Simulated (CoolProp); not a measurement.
The fluid at 389.21 K and 13.6 MPa is compressed adiabatically to 99 MPa with isentropic efficiency 0.6. The same conditions are run with several fluids, on thermodynamics alone (safety and materials aside).

Model: reference Helmholtz-energy equation of state of each fluid (propylene: Lemmon 2013; carbon dioxide: Span 1996; ethane: Bücker 2006), in CoolProp.

| fluid | work (kJ/kg) | final temperature (K) | final density (kg/m³) |
|---|---|---|---|
| propylene | … | 489.4 | … |
| carbon dioxide | 289 | … | 593 |
| ethane | 431 | 543.8 | … |

Some entries are withheld; supply them.


- propylene, work (kJ/kg): 298
- propylene, final density (kg/m³): 506
- carbon dioxide, final temperature (K): 656.4
- ethane, final density (kg/m³): 380
